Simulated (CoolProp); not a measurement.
Vapour-liquid equilibrium of ethane (1) + hydrogen chloride (2) at 179.4 K; x and y are mole fractions of (1).

Values from CoolProp's multi-fluid Helmholtz-energy mixture model, Bücker 2006 and Thol 2018; pair parameters Bell 2016.

Q: Give the bubble pressure and the first vapour's composition at x = 0.05, 0.35, 0.8. Is there an azeotrope?

A: x = 0.05: 0.07814 MPa, y = 0.263; x = 0.35: 0.1043 MPa, y = 0.515; x = 0.8: 0.1004 MPa, y = 0.646. y crosses x between x = 0.5 and 0.65: the model has an azeotrope there.

Pair parameters are fitted to limited data, so mixtures are less certain than the pure fluids. With so large a gap from Raoult's law the liquid may split in two, which this calculation doesn't test in full.
